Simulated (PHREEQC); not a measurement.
A solution holds 26 mmol/kgw Pb(NO3)2 and 0.032 mmol/kgw KHSO4, at 25 °C and 500 atm. Closed to the air; pH follows from the charge balance.

All values are PHREEQC results (ion-association model, phreeqc.dat), not measurements.

This is a speciation only: nothing precipitates in the calculation.

Q: What pH, ionic strength does the model give?

A: pH 4.44; ionic strength 0.0632 mol/kgw.

Q: In which forms is N present?

A: NO3- 86 %, PbNO3+ 14 % of the N.

Species that the database lacks are ignored. Under pressure, the constants of complexes without a molar volume in the database are unreliable.
